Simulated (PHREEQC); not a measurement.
Consider water at 60 °C with 0.029 mol NaHSO4, 0.048 mol NaOH and 0.23 mol LiCl per kg of water. Closed to the air; pH follows from the charge balance.

Model: ion-association model, phreeqc.dat, run in PHREEQC.

Each row changes one thing in this solution. Precipitation was switched off in this run.

```csv
case,pH,ionic strength (mol/kgw),SO4-2 (mol/kgw),LiSO4- (mol/kgw),NaSO4- (mol/kgw),HSO4- (mol/kgw),SI of Halite (NaCl)
as made,11.11,0.322,0.0218,0.00496,0.00226,1.21e-11,-3.69
diluted 10-fold with water,10.21,0.0332,0.00270,0.000134,6.21e-5,2.25e-11,-5.51
NaOH replaced by NaAlO2 at the same molality,5.90,0.334,0.0218,0.00490,0.00223,1.96e-6,-3.69
NaOH from 0.048 to 0.024 mol/kgw,2.75,0.299,0.0201,0.00472,0.00148,0.00267,-3.84
NaOH left out,1.89,0.285,0.0129,0.00311,0.000534,0.0124,-4.10
0.027 mol/kgw Na2SO4 added,11.10,0.387,0.0409,0.00853,0.00660,2.16e-11,-3.48
```

Species that the database lacks are ignored. Some of these states are supersaturated (in Al(OH)3(a), Gibbsite (slow to form), for instance). At this temperature some constants are extrapolated from 25 °C, and those without enthalpy data are left unchanged.
